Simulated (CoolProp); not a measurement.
Vapour-liquid equilibrium of n-butane (1) + benzene (2) at 347.1 K; x and y are mole fractions of (1).

Model: multi-fluid Helmholtz-energy mixture model, Bücker 2006 and Thol 2012; pair parameters Bell 2016, in CoolProp.

```csv
x,bubble pressure (MPa),y at the bubble point,dew pressure at overall composition x (MPa),liquid density (mol/L)
0.05,0.1316,0.385,0.08776,10.44
0.15,0.2283,0.672,0.09744,10.31
0.25,0.3219,0.786,0.1095,___
0.35,0.4093,0.847,___,10.03
0.45,0.4891,0.885,0.1455,___
0.55,0.5622,0.912,0.1741,9.698
0.65,0.6307,0.933,___,9.514
0.75,0.6976,0.951,0.2853,9.318
0.85,0.7669,___,0.4149,9.108
0.95,0.8430,0.989,0.6928,___
```

Problem. Some entries are withheld; supply them.

Solution. 
- 0.25, liquid density (mol/L): 10.18
- 0.35, dew pressure at overall composition x (MPa): 0.1250
- 0.45, liquid density (mol/L): 9.868
- 0.65, dew pressure at overall composition x (MPa): 0.2163
- 0.85, y at the bubble point: 0.969
- 0.95, liquid density (mol/L): 8.883

No azeotrope shows between x = 0.05 and 0.95.

Pair parameters are fitted to limited data, so mixtures are less certain than the pure fluids.
